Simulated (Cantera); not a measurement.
An adiabatic, constant-volume homogeneous reactor starts with C₂H₄ : O₂ : N₂ : H₂O = 1 : 1.5 : 5.64 : 0.62 (molar parts), equivalence ratio 2.0, at 1623 K and 2.80 bar. Integrator tolerance rtol = 1e-08.

Cantera simulation using GRI-Mech 3.0 (53 species, 325 reactions); the numbers are that mechanism's predictions, not measurements. GRI-Mech 3.0 was tuned for natural gas; its chemistry of ethylene as a main component is partial and can be far from experiment. Above 3000 K some thermodynamic fits are extrapolated.

Question: What does this change do: H2O 0.62 to 0.87 parts?

Answer: 
```
quantity                                                              before                                      after
---------------------------------  -----------------------------------------  -----------------------------------------
time of steepest temperature rise                                    6.59 µs                                    6.57 µs
temperature at 1.00 s                                                 3044 K                                     3009 K
equilibrium temperature                                               3044 K                                     3009 K
x(C₂H₄) at 1.00 s                      <1e-12 (gas-phase equilibrium <1e-12)      <1e-12 (gas-phase equilibrium <1e-12)
x(O₂) at 1.00 s                    0.000465 (gas-phase equilibrium 0.000465)  0.000483 (gas-phase equilibrium 0.000483)
x(H₂O) at 1.00 s                         0.119 (gas-phase equilibrium 0.119)        0.136 (gas-phase equilibrium 0.136)
x(H₂O₂) at 1.00 s                    1.19e-7 (gas-phase equilibrium 1.19e-7)    1.31e-7 (gas-phase equilibrium 1.31e-7)
x(H₂) at 1.00 s                          0.115 (gas-phase equilibrium 0.115)        0.116 (gas-phase equilibrium 0.116)
```

Question: What does this change do: C2H4 1 to 0.72 parts?

Answer: 
```tsv
quantity	before	after
time of steepest temperature rise	6.59 µs	6.92 µs
temperature at 1.00 s	3044 K	3104 K
equilibrium temperature	3044 K	3104 K
x(C₂H₄) at 1.00 s	<1e-12 (gas-phase equilibrium <1e-12)	<1e-12 (gas-phase equilibrium <1e-12)
x(O₂) at 1.00 s	0.000465 (gas-phase equilibrium 0.000465)	0.00534 (gas-phase equilibrium 0.00534)
x(H₂O) at 1.00 s	0.119 (gas-phase equilibrium 0.119)	0.146 (gas-phase equilibrium 0.146)
x(H₂O₂) at 1.00 s	1.19e-7 (gas-phase equilibrium 1.19e-7)	5.25e-7 (gas-phase equilibrium 5.25e-7)
x(H₂) at 1.00 s	0.115 (gas-phase equilibrium 0.115)	0.0516 (gas-phase equilibrium 0.0516)
```
